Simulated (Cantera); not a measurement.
An isothermal, constant-pressure homogeneous reactor starts with H₂ : O₂ = 0.29 : 1 (molar parts), equivalence ratio 0.14, at 1125 K and 0.0132 atm.

Detailed kinetics in Cantera: the H2/O2 subset of GRI-Mech 3.0, which has no nitrogen chemistry. Radical loss at walls, strong at low pressure, is not modelled. The temperature is held fixed by assumption; the heat of reaction is taken as removed at once.

One state of this run: x H₂ = 8.25e-9; x O₂ = 0.747; x HO₂ = 6.91e-9; x H = 4.71e-11; x OH = 7.56e-6; x H₂O = 0.253; x H₂O₂ = 3.82e-10. x: mole fraction; the columns are a selection and need not sum to one.

### Question
Which value of t (s) does it belong to?
A) 28.5
B) 0.187
C) 2.31
D) 100

### Answer
D, 100
